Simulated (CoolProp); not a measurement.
Vapour-liquid equilibrium of acetone (1) + dimethyl carbonate (2) at 421.8 K; x and y are mole fractions of (1).

The numbers come from the multi-fluid Helmholtz-energy mixture model, Lemmon 2006 and Zhou 2011; pair parameters Bell 2016 in CoolProp.

| x | bubble pressure (bar) | y at the bubble point | dew pressure at overall composition x (bar) | liquid density (mol/L) |
|---|---|---|---|---|
| 0.05 | 5.193 | 0.105 | 5.010 | 9.869 |
| 0.15 | 5.836 | 0.274 | 5.352 | 9.958 |
| 0.25 | 6.446 | 0.407 | 5.737 | 10.05 |
| 0.35 | 7.041 | 0.519 | 6.172 | 10.14 |
| 0.45 | (withheld) | 0.615 | 6.664 | 10.23 |
| 0.55 | 8.228 | 0.701 | 7.223 | 10.32 |
| 0.65 | 8.837 | 0.779 | (withheld) | 10.41 |
| 0.75 | 9.463 | 0.849 | 8.604 | 10.50 |
| 0.85 | 10.11 | (withheld) | 9.472 | 10.59 |
| 0.95 | 10.78 | 0.973 | 10.51 | 10.66 |

Question: Fill in the missing entries.

Answer: 
- 0.45, bubble pressure (bar): 7.632
- 0.65, dew pressure at overall composition x (bar): 7.864
- 0.85, y at the bubble point: 0.914

No azeotrope shows between x = 0.05 and 0.95.

The pair parameters rest on a limited set of measurements; away from them the model extrapolates. The gap from Raoult's law changes sign with composition, which may be real or a fault of the pair parameters; it wasn't checked against measurements.
